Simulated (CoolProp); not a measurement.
Vapour-liquid equilibrium of p-xylene (1) + n-undecane (2) at 0.117 MPa; x and y are mole fractions of (1).

Model: multi-fluid Helmholtz-energy mixture model, Zhou 2012 and Aleksandrov 2011; pair parameters Bell 2016, in CoolProp.

```csv
x,"bubble temperature, mixture model (°C)","bubble temperature, Raoult's law (°C)","y, mixture model","y, Raoult's law"
0.05,197.1,196.4,0.143,0.165
0.2,184.6,182.9,0.463,0.500
0.35,174.0,172.3,0.668,0.695
0.5,165.0,163.7,0.800,0.816
0.65,157.5,156.6,0.888,0.896
0.8,151.0,150.6,0.948,0.951
0.95,145.5,145.4,0.989,0.990
```

The largest gap from Raoult's law is +1.7 K in bubble temperature, at x = 0.35. No azeotrope shows between x = 0.05 and 0.95.

Pair parameters are fitted to limited data, so mixtures are less certain than the pure fluids.
